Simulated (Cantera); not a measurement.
**Gas activation for diamond growth**

An isothermal, constant-pressure homogeneous reactor starts with 4.35 % CH4, 94.6 % H2, 0.946 % O2, 0.104 % N2, equivalence ratio 59, at 2523 K and 10.00 Torr.

Computed with Cantera and GRI-Mech 3.0 (53 species, 325 reactions). GRI-Mech 3.0 stops at C3 and has no aromatics, soot or wall deposition, so with more carbon than oxygen in the feed, carbon stays in small species such as C2H2 where larger ones or solid carbon would form. Radical loss at walls, strong at low pressure, is not modelled.

```tsv
t (s)	x CH4	x H2	x O2	x C2H	x CO2	x H2O
6.00e-6	0.0433	0.946	0.00945	<1e-12	1.37e-10	2.71e-6
1.42e-5	0.0430	0.945	0.00943	<1e-12	2.12e-9	2.08e-5
3.34e-5	0.0424	0.945	0.00936	3.67e-12	3.47e-8	0.000132
7.89e-5	0.0408	0.942	0.00902	4.53e-10	5.75e-7	0.000760
0.000186	0.0364	0.935	0.00727	5.45e-8	7.96e-6	0.00406
0.000440	0.0260	0.920	0.00194	3.52e-6	4.28e-5	0.0139
0.00104	0.0134	0.920	1.14e-5	2.28e-5	2.55e-5	0.0168
0.00245	0.00453	0.923	1.83e-8	4.41e-5	6.74e-6	0.0156
0.00578	0.00131	0.920	2.01e-8	5.77e-5	9.42e-6	0.0135
0.0136	0.000635	0.915	1.43e-8	6.30e-5	1.33e-5	0.00935
0.0322	0.000291	0.907	3.08e-9	6.47e-5	8.45e-6	0.00340
0.0760	5.10e-5	0.887	1.23e-11	7.82e-5	4.77e-7	0.000153
0.179	4.89e-6	0.852	<1e-12	0.000115	5.15e-11	1.62e-8
0.424	2.05e-6	0.802	<1e-12	0.000167	2.26e-11	6.88e-9
1.00	1.26e-6	0.767	<1e-12	0.000206	1.49e-11	4.44e-9
```
x: mole fraction; the columns are a selection and need not sum to one.

Equilibrium at this temperature and pressure: CH4 1.14e-6, H2 0.761, O2 <1e-12, C2H 0.000200, CO2 1.21e-11, H2O 3.60e-9 (gas phase only).
